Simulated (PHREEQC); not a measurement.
Dissolve 0.0075 mol/kgw CuSO4, 0.037 mol/kgw ZnCl2, 0.0031 mol/kgw H2SO4 and 0.00013 mol/kgw Na2SO4 at 20 °C. Closed to the air; pH follows from the charge balance.

Equilibrium calculation in PHREEQC: ion-association model, phreeqc.dat.

Question: The ionic strength comes out as 0.125 mol/kgw. What activity coefficients do H+, NaSO4-, Na+, Cl-, SO4-2 get?

Answer: H+ 0.82, NaSO4- 0.78, Na+ 0.77, Cl- 0.75, SO4-2 0.35.

No solid was allowed to form.
